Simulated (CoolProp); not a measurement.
A simple Rankine cycle with ethylbenzene: condensing at 326.15 K, boiler at 1.06 MPa, turbine inlet 530.5 K, turbine efficiency 0.6, pump efficiency 0.6, no recuperator. Each further row changes one setting.

Values from CoolProp's reference Helmholtz-energy equation of state, Zhou 2012.

| case | thermal efficiency (%) | net work (kJ/kg) | heat in (kJ/kg) | turbine exit temperature (K) | volume ratio over the turbine |
|---|---|---|---|---|---|
| as stated | 15.6 | 109 | 696 | 456.7 | 214 |
| turbine inlet 550.5 K | 15.4 | (withheld) | (withheld) | 478.3 | 207 |
| condensing temperature 318.15 K | 16.3 | 116 | 711 | 452.6 | 310 |
| boiler pressure 0.742 MPa | 14.8 | (withheld) | 708 | 465.3 | 140 |
| turbine efficiency 0.5 | 13.0 | 90.2 | 696 | 466.8 | 219 |

**Question.** Some entries are withheld; supply them.

**Answer.** 
- turbine inlet 550.5 K, net work (kJ/kg): 115
- turbine inlet 550.5 K, heat in (kJ/kg): 742
- boiler pressure 0.742 MPa, net work (kJ/kg): 105
